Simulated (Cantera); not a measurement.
Feed: 1 mol Si₂Cl₆, a varied amount of HCl, 6.1 mol H₂, held at 100 Torr.

These are equilibrium values from Cantera (NASA tables, ideal gas, pure condensed phases), not measurements of a reactor. Candidate condensed phases: Si; 19 gas species. The feed counts by its element totals alone. The tables' values for SiCl₃ are old estimates. Kinetics and transport are ignored.

Stable condensed phases, one row left out:

```
T in K \ n(HCl) in mol
         0.055 0.085  0.13   0.2  0.31  0.49  0.75   1.2   1.8
   1473      A     A     A     A     A     B     B     B     B
   1423      A     A     A     A     A     A     B     B     B
   1373      A     A     A     A     A     A     A     B     B
   1323      A     A     A     A     A     A     A     A     B
   1273      A     A     A     A     A     A     A     A     B
   1223      A     A     A     A     A     A     A     A     B
   1123      A     A     A     A     A     A     A     A     A
   1073      A     A     A     A     A     A     A     A     B
```

A: Si; B: gas only.

Question: Give the row for 1173 K.

Answer: 0.055: Si; 0.085: Si; 0.13: Si; 0.2: Si; 0.31: Si; 0.49: Si; 0.75: Si; 1.2: Si; 1.8: Si.
